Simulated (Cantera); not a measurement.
**SiF₄ + H₂O + H₂ (silicon oxide and oxynitride deposition)**

A closed system holds: 1 mol SiF₄, 8.3 mol H₂O, 6.4 mol H₂, equilibrated at 47.0 mbar.

These are equilibrium values from Cantera (NASA tables, ideal gas, pure condensed phases), not measurements of a reactor. Candidate condensed phases: H₂O, Si, SiO₂; 38 gas species. The tables hold silica as quartz up to 1696 K and as liquid above; real silica turns to tridymite and cristobalite and melts near 1996 K. Gases not in the tables: Si(OH)₄. Kinetics and transport are ignored.

| T (K) | x H₂O | x H₂ | x HF | x SiF₄ | x H | x OH | x SiO | n SiO₂(α-quartz) | n SiO₂(β-quartz) | n SiO₂(condensed) |
|---|---|---|---|---|---|---|---|---|---|---|
| 725 | 0.451 | 0.395 | 0.123 | 0.0310 | <1e-12 | <1e-12 | <1e-12 | 0.498 | 0 | 0 |
| 825 | 0.419 | 0.390 | 0.174 | 0.0174 | 2.28e-11 | <1e-12 | <1e-12 | 0.714 | 0 | 0 |
| 925 | 0.396 | 0.386 | 0.211 | 0.00771 | 7.46e-10 | <1e-12 | <1e-12 | 0 | 0.872 | 0 |
| 1025 | 0.384 | 0.384 | 0.229 | 0.00290 | 1.25e-8 | 3.32e-11 | <1e-12 | 0 | 0.952 | 0 |
| 1125 | 0.380 | 0.384 | 0.235 | 0.00108 | 1.27e-7 | 6.55e-10 | <1e-12 | 0 | 0.982 | 0 |
| 1225 | 0.378 | 0.383 | 0.238 | 0.000438 | 8.90e-7 | 7.99e-9 | 2.06e-12 | 0 | 0.993 | 0 |
| 1325 | 0.378 | 0.383 | 0.239 | 0.000199 | 4.67e-6 | 6.72e-8 | 1.18e-10 | 0 | 0.997 | 0 |
| 1425 | 0.377 | 0.383 | 0.239 | 9.97e-5 | 1.95e-5 | 4.19e-7 | 3.76e-9 | 0 | 0.998 | 0 |
| 1525 | 0.377 | 0.383 | 0.239 | 5.45e-5 | 6.75e-5 | 2.06e-6 | 7.54e-8 | 0 | 0.999 | 0 |
| 1625 | 0.377 | 0.383 | 0.239 | 3.20e-5 | 0.000201 | 8.35e-6 | 1.03e-6 | 0 | 0.999 | 0 |
| 1725 | 0.377 | 0.383 | 0.239 | 1.98e-5 | 0.000530 | 2.88e-5 | 1.03e-5 | 0 | 0 | 0.999 |
| 1825 | 0.377 | 0.382 | 0.239 | 1.25e-5 | 0.00126 | 8.66e-5 | 7.65e-5 | 0 | 0 | 0.998 |
x: gas mole fraction; n: condensed amount in mol.

From 725 K to 825 K the condensed part is SiO₂(α-quartz). From 925 K to 1625 K the condensed part is SiO₂(β-quartz). From 1725 K to 1825 K the condensed part is SiO₂(condensed).
